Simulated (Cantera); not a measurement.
An adiabatic, constant-pressure homogeneous reactor starts with 4.61 % C3H8, 19.2 % O2, 72.4 % N2, 3.74 % CO2, equivalence ratio 1.2, at 1573 K and 12000 Torr.

Model: GRI-Mech 3.0 (53 species, 325 reactions), integrated in Cantera. GRI-Mech 3.0 was tuned for natural gas; its chemistry of propane as a main component is partial and can be far from experiment. The pressure lies above the range GRI-Mech 3.0 was tuned for (to about 10 atm).

Question: Predict: time of steepest temperature rise; temperature at 6.00 s; equilibrium temperature; x(O2) at 6.00 s; x(CO2) at 6.00 s; x(N2O) at 6.00 s; x(NO) at 6.00 s.

Answer: 
```json
{
 "time_of_steepest_temperature_rise": "8.16 µs",
 "temperature at 6.00 s": "2948 K",
 "equilibrium_temperature": "2948 K",
 "x(O2) at 6.00 s": "0.00581 (gas-phase equilibrium 0.00581)",
 "x(CO2) at 6.00 s": "0.0835 (gas-phase equilibrium 0.0835)",
 "x(N2O) at 6.00 s": "1.40e-6 (gas-phase equilibrium 1.40e-6)",
 "x(NO) at 6.00 s": "0.00680 (gas-phase equilibrium 0.00680)"
}
```
